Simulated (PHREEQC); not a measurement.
Solution (20 °C): 2.5 mol/kgw MgCl2, 0.015 mol/kgw K2SO4 and 0.00057 mol/kgw H4SiO4. Closed to the air; pH follows from the charge balance.

Equilibrium calculation in PHREEQC: Pitzer model, pitzer.dat.

Each row changes one thing in this solution. This is a speciation only: nothing precipitates in the calculation.

| case | pH | MgOH+ (mol/kgw) | HSO4- (mol/kgw) | SI of Epsomite (MgSO4:7H2O) | SI of Sylvite (KCl) |
|---|---|---|---|---|---|
| as made | 4.89 | 1.13e-6 | 5.28e-8 | -1.73 | -1.78 |
| temperature from 20 to 25 °C | 4.83 | 1.41e-6 | 6.86e-8 | -1.81 | -1.84 |
| temperature from 20 to 40 °C | 4.68 | 2.61e-6 | 1.44e-7 | [?] | [?] |
| temperature from 20 to 45 °C | 4.63 | 3.15e-6 | 1.81e-7 | [?] | -2.05 |
| temperature from 20 to 10 °C | 5.00 | 6.98e-7 | 3.03e-8 | -1.56 | -1.65 |
| temperature from 20 to 60 °C | 4.50 | 5.32e-6 | 3.44e-7 | [?] | -2.17 |
| H4SiO4 left out | 4.94 | 1.26e-6 | 4.71e-8 | -1.73 | -1.78 |
| H4SiO4 from 0.00057 to 0.000513 mol/kgw | 4.89 | 1.14e-6 | 5.22e-8 | -1.73 | -1.78 |

Some entries are withheld; supply them.


- temperature from 20 to 40 °C, SI of Epsomite (MgSO4:7H2O): -2.07
- temperature from 20 to 40 °C, SI of Sylvite (KCl): -2.00
- temperature from 20 to 45 °C, SI of Epsomite (MgSO4:7H2O): -2.16
- temperature from 20 to 60 °C, SI of Epsomite (MgSO4:7H2O): -2.43

Some of these states are supersaturated (in SiO2(a), for instance). In brines, pH and single-ion activities rest on the MacInnes convention. Constants without temperature data keep their 25 °C values here.
